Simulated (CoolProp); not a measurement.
Properties of normal hydrogen along the isotherm -205.55 °C (Tc = -240.0 °C, pc = 1.296 MPa, ω = -0.219).

The numbers come from the reference Helmholtz-energy equation of state, Leachman 2009 in CoolProp.

```csv
p (MPa),phase,cv (kJ/(kg K)),expansivity (1/kK),viscosity (µPa s),conductivity (mW/(m K))
0.162,gas,6.357,15.06,…,48.9
0.324,gas,6.370,15.33,…,49.6
0.486,gas,6.382,15.60,3.10,50.3
0.648,gas,6.395,15.88,3.12,51.0
0.81,gas,6.407,16.16,3.13,51.6
0.972,gas,6.419,16.44,3.15,52.3
1.13,gas,6.431,16.71,3.17,52.9
1.3,supercritical,6.443,17.01,3.19,…
1.46,supercritical,…,17.28,3.21,54.2
1.62,supercritical,6.466,…,3.23,54.9
1.78,supercritical,6.477,…,3.26,55.5
1.94,supercritical,6.487,18.10,…,56.1
```

Q: Complete the blanks.

A: 
- 0.162, viscosity (µPa s): 3.07
- 0.324, viscosity (µPa s): 3.09
- 1.3, conductivity (mW/(m K)): 53.6
- 1.46, cv (kJ/(kg K)): 6.455
- 1.62, expansivity (1/kK): 17.56
- 1.78, expansivity (1/kK): 17.83
- 1.94, viscosity (µPa s): 3.28

Viscosity comes from a separate model (Muzny 2013). Thermal conductivity comes from a separate model (Assael 2011).
